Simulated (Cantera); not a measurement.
**Dilute partial oxidation**

An isothermal, constant-pressure homogeneous reactor starts with CH4 : O2 : N2 = 0.0049 : 0.0088 : 1 (molar parts), equivalence ratio 1.1, at 1275 K and 735 Torr.

Detailed kinetics in Cantera: GRI-Mech 3.0 (53 species, 325 reactions).

| t (s) | x CH4 | x O2 | x N2O | x CO2 | x HCN |
|---|---|---|---|---|---|
| 2.00e-5 | 0.00483 | 0.00868 | <1e-12 | <1e-12 | <1e-12 |
| 0.000126 | 0.00483 | 0.00868 | <1e-12 | <1e-12 | <1e-12 |
| 0.000795 | 0.00483 | 0.00868 | <1e-12 | <1e-12 | <1e-12 |
| 0.00501 | 0.00483 | 0.00868 | 2.37e-12 | 5.75e-12 | <1e-12 |
| 0.0316 | 0.00483 | 0.00868 | 2.54e-11 | 1.68e-9 | <1e-12 |
| 0.199 | 0.00476 | 0.00864 | 3.78e-10 | 1.08e-7 | <1e-12 |
| 1.26 | <1e-12 | 9.68e-9 | 8.44e-10 | 0.00397 | 2.58e-9 |
| 7.93 | <1e-12 | 3.39e-11 | 1.19e-9 | 0.00397 | 2.44e-9 |
| 50.0 | <1e-12 | 1.68e-12 | 3.00e-10 | 0.00397 | 2.35e-9 |
x: mole fraction; the columns are a selection and need not sum to one.

Equilibrium at this temperature and pressure: CH4 <1e-12, O2 <1e-12, N2O <1e-12, CO2 0.00397, HCN 1.01e-11 (gas phase only).
